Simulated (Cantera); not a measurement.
Input: 1 mol SiCl4, 0.055 mol O2, 1.3 mol H2, held at 100000 Pa.

Method: chemical equilibrium by Gibbs-energy minimisation in Cantera with the NASA 1993 tables (ideal gas, pure condensed phases). Candidate condensed phases: H2O, Si, SiO2; 30 gas species. Rates play no part.

### Question
Which condensed phases are stable at each of these points (T (K)): 775, 800, 825, 850, 875, 900, 925, 950?

### Answer
| T (K) | condensed phases | Si condensed (%) |
|---|---|---|
| 775 | SiO2(α-quartz) | 5.5 |
| 800 | SiO2(α-quartz) | 5.5 |
| 825 | SiO2(α-quartz) | 5.5 |
| 850 | SiO2(β-quartz) | 5.5 |
| 875 | SiO2(β-quartz) | 5.5 |
| 900 | SiO2(β-quartz) | 5.5 |
| 925 | SiO2(β-quartz) | 5.5 |
| 950 | SiO2(β-quartz) | 5.5 |

From 775 K to 825 K the condensed part is SiO2(α-quartz). From 850 K to 950 K the condensed part is SiO2(β-quartz).
